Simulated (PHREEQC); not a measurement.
Make-up at 25 °C: 0.0046 mol/kgw HF and 0.028 mol/kgw NH4HF2. Closed to the air; pH follows from the charge balance.

Computed with PHREEQC (ion-association model, phreeqc.dat).

This is a speciation only: nothing precipitates in the calculation.

What pH, ionic strength does the model give?

pH 3.06; ionic strength 0.0290 mol/kgw.

In which forms is F present?

HF 47 %, F- 43 %, HF2- 9.5 % of the F.
